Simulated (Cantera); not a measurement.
**Hydrocarbon pyrolysis for carbon deposition**

An isothermal, constant-pressure homogeneous reactor starts with 23.8 % C2H4, 76.2 % H2, at 1575 K and 6.83 Torr.

Computed with Cantera and GRI-Mech 3.0 (53 species, 325 reactions). GRI-Mech 3.0 was tuned for natural gas; its chemistry of ethylene as a main component is partial and can be far from experiment. GRI-Mech 3.0 stops at C3 and has no aromatics, soot or wall deposition, so with more carbon than oxygen in the feed, carbon stays in small species such as C2H2 where larger ones or solid carbon would form. Radical loss at walls, strong at low pressure, is not modelled.

```json
[
 {"t (s)": "1.00e-6", "x C2H4": "0.238", "x H2": "0.762", "x CH3": "<1e-12", "x C2H2": "6.89e-7", "x C2H": "<1e-12", "x C2H6": "<1e-12", "x H": "4.29e-10"},
 {"t (s)": "7.74e-6", "x C2H4": "0.238", "x H2": "0.762", "x CH3": "<1e-12", "x C2H2": "5.34e-6", "x C2H": "<1e-12", "x C2H6": "4.10e-12", "x H": "3.29e-9"},
 {"t (s)": "5.99e-5", "x C2H4": "0.238", "x H2": "0.762", "x CH3": "1.55e-12", "x C2H2": "4.13e-5", "x C2H": "<1e-12", "x C2H6": "1.78e-10", "x H": "2.52e-8"},
 {"t (s)": "0.000464", "x C2H4": "0.238", "x H2": "0.762", "x CH3": "1.01e-10", "x C2H2": "0.000321", "x C2H": "<1e-12", "x C2H6": "2.97e-9", "x H": "1.98e-7"},
 {"t (s)": "0.00359", "x C2H4": "0.235", "x H2": "0.763", "x CH3": "1.40e-9", "x C2H2": "0.00251", "x C2H": "1.49e-11", "x C2H6": "3.13e-8", "x H": "1.54e-6"},
 {"t (s)": "0.0278", "x C2H4": "0.212", "x H2": "0.767", "x CH3": "1.46e-8", "x C2H2": "0.0210", "x C2H": "8.67e-10", "x C2H6": "3.09e-7", "x H": "1.08e-5"},
 {"t (s)": "0.215", "x C2H4": "0.0795", "x H2": "0.792", "x CH3": "3.33e-8", "x C2H2": "0.128", "x C2H": "1.21e-8", "x C2H6": "2.91e-7", "x H": "2.55e-5"},
 {"t (s)": "1.67", "x C2H4": "0.000195", "x H2": "0.807", "x CH3": "5.85e-7", "x C2H2": "0.192", "x C2H": "2.67e-7", "x C2H6": "3.44e-9", "x H": "0.000383"},
 {"t (s)": "12.9", "x C2H4": "0.000195", "x H2": "0.807", "x CH3": "1.45e-6", "x C2H2": "0.192", "x C2H": "2.75e-7", "x C2H6": "3.50e-9", "x H": "0.000395"},
 {"t (s)": "100", "x C2H4": "0.000194", "x H2": "0.807", "x CH3": "6.94e-6", "x C2H2": "0.192", "x C2H": "2.74e-7", "x C2H6": "4.85e-9", "x H": "0.000394"}
]
```
x: mole fraction; the columns are a selection and need not sum to one.

Equilibrium at this temperature and pressure: C2H4 0.000194, H2 0.807, CH3 1.12e-5, C2H2 0.192, C2H 2.74e-7, C2H6 7.14e-9, H 0.000394 (gas phase only).
